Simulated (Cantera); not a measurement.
Mixture: CH4 : C2H6 : C3H8 : O2 : N2 = 1 : 0.25 : 0.045 : 1.94 : 7.28 (molar parts), at 340000 Pa, adiabatic and at constant volume. Ignition delay is the time to a rise of 400 K.

Model: GRI-Mech 3.0 (53 species, 325 reactions), integrated in Cantera.

Task: Predict: delay at 1025 K; delay at 1125 K; delay at 1225 K; delay at 1325 K; delay at 1425 K; apparent activation energy between 1375 and 1475 K.

Result: 
```
Property                                                 Value
--------------------------------------------------  ----------
delay at 1025 K                                        21.2 ms
delay at 1125 K                                        3.48 ms
delay at 1225 K                                       0.800 ms
delay at 1325 K                                       0.251 ms
delay at 1425 K                                        97.4 µs
apparent activation energy between 1375 and 1475 K  150 kJ/mol
```
